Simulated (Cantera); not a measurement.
A perfectly stirred reactor is fed with CH4 : O2 : N2 = 1 : 4.55 : 17.1 (molar parts), at 49000 Pa; it is adiabatic with a 325 K inlet, and is followed from long to short residence time, starting on the burning branch (τ in s: 0.088, 0.032, 0.011, 0.0041, 0.0015, 0.00053, 0.00019, 6.8e-05, 2.4e-05, 8.8e-06).

Cantera simulation using GRI-Mech 3.0 (53 species, 325 reactions); the numbers are that mechanism's predictions, not measurements.

What does this change do: pressure from 49000 Pa to 260000 Pa?


```
quantity                                                                      before                               after
------------------------------------------------  ----------------------------------  ----------------------------------
blow-out, bracketed by the residence times tried  burning at 4.10 ms, out at 1.50 ms  burning at 32.0 ms, out at 11.0 ms
x(CH4) at τ = 88.0 ms                                                        6.49e-5                             8.31e-5
x(O2) at τ = 88.0 ms                                                           0.113                               0.113
x(H2) at τ = 88.0 ms                                                         8.40e-5                             2.48e-5
x(HO2) at τ = 88.0 ms                                                        6.73e-6                             8.89e-6
x(HCN) at τ = 88.0 ms                                                       4.50e-10                            7.54e-10
x(CH4) at τ = 0.530 ms                                                        0.0442                              0.0442
x(O2) at τ = 0.530 ms                                                          0.201                               0.201
x(H2) at τ = 0.530 ms                                                         <1e-12                              <1e-12
x(HO2) at τ = 0.530 ms                                                        <1e-12                              <1e-12
x(HCN) at τ = 0.530 ms                                                        <1e-12                              <1e-12
```

What does this change do: O2 4.55 to 2.7 parts?


| quantity | before | after |
|---|---|---|
| blow-out, bracketed by the residence times tried | burning at 4.10 ms, out at 1.50 ms | burning at 4.10 ms, out at 1.50 ms |
| x(CH4) at τ = 88.0 ms | 6.49e-5 | 4.03e-5 |
| x(O2) at τ = 88.0 ms | 0.113 | 0.0340 |
| x(H2) at τ = 88.0 ms | 8.40e-5 | 0.000311 |
| x(HO2) at τ = 88.0 ms | 6.73e-6 | 3.70e-6 |
| x(HCN) at τ = 88.0 ms | 4.50e-10 | 7.54e-9 |
| x(CH4) at τ = 0.530 ms | 0.0442 | 0.0481 |
| x(O2) at τ = 0.530 ms | 0.201 | 0.130 |
| x(H2) at τ = 0.530 ms | <1e-12 | <1e-12 |
| x(HO2) at τ = 0.530 ms | <1e-12 | <1e-12 |
| x(HCN) at τ = 0.530 ms | <1e-12 | <1e-12 |

What does this change do: pressure from 49000 Pa to 36000 Pa?


| quantity | before | after |
|---|---|---|
| blow-out, bracketed by the residence times tried | burning at 4.10 ms, out at 1.50 ms | burning at 4.10 ms, out at 1.50 ms |
| x(CH4) at τ = 88.0 ms | 6.49e-5 | 6.77e-5 |
| x(O2) at τ = 88.0 ms | 0.113 | 0.113 |
| x(H2) at τ = 88.0 ms | 8.40e-5 | 0.000117 |
| x(HO2) at τ = 88.0 ms | 6.73e-6 | 6.70e-6 |
| x(HCN) at τ = 88.0 ms | 4.50e-10 | 4.29e-10 |
| x(CH4) at τ = 0.530 ms | 0.0442 | 0.0442 |
| x(O2) at τ = 0.530 ms | 0.201 | 0.201 |
| x(H2) at τ = 0.530 ms | <1e-12 | <1e-12 |
| x(HO2) at τ = 0.530 ms | <1e-12 | <1e-12 |
| x(HCN) at τ = 0.530 ms | <1e-12 | <1e-12 |
